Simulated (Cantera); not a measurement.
A closed system holds: 1 mol Si, 1.2 mol NF₃, equilibrated at 723 K and 20.0 mbar.

Method: chemical equilibrium by Gibbs-energy minimisation in Cantera with the NASA 1993 tables (ideal gas, pure condensed phases). Candidate condensed phases: Si, Si₃N₄; 16 gas species. Equilibrium is a limit: real reactors are often held back by kinetics, nucleation or transport.

Base state: SiF₄ 0.628, N₂ 0.372 (mole fractions); condensed: Si₃N₄(s).

What changes in the equilibrium state with this change: 1.3 mol Cl₂ added?


```json
[
 {"species": "Cl₂", "before": "0", "after": "0.407"},
 {"species": "SiF₄", "before": "0.628", "after": "0.333"},
 {"species": "N₂", "before": "0.372", "after": "0.222"},
 {"species": "SiCl₄", "before": "0", "after": "0.0370"},
 {"species": "Si₃N₄(s), mol", "before": "0.0333", "after": "0"}
]
```
